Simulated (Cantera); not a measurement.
Predominance diagram of Cu at 1650 K against the partial pressures of O2 and H2O (log10, bar). Standard-state values (1 bar) from the NASA 1993 polynomials, evaluated with Cantera. Candidates: Cu(l), Cu2O(l). Only these pure phases compete in this equilibrium. 

Q: Which phase is stable at these pairs, and which metal-bearing vapour leads over it? (-12.4, -7); (0, -7); (-11.2, -3); (-10.1, -11); (-10.1, -6); (-14.6, -11); (-18, -9)

A: 
```
log p(O2)  log p(H2O)    phase  chief vapour  log p (bar)
---------  ----------  -------  ------------  -----------
-12.4              -7    Cu(l)            Cu         -4.1
0                  -7  Cu2O(l)            Cu         -4.9
-11.2              -3    Cu(l)            Cu         -4.1
-10.1             -11    Cu(l)            Cu         -4.1
-10.1              -6    Cu(l)            Cu         -4.1
-14.6             -11    Cu(l)            Cu         -4.1
-18                -9    Cu(l)            Cu         -4.1
```
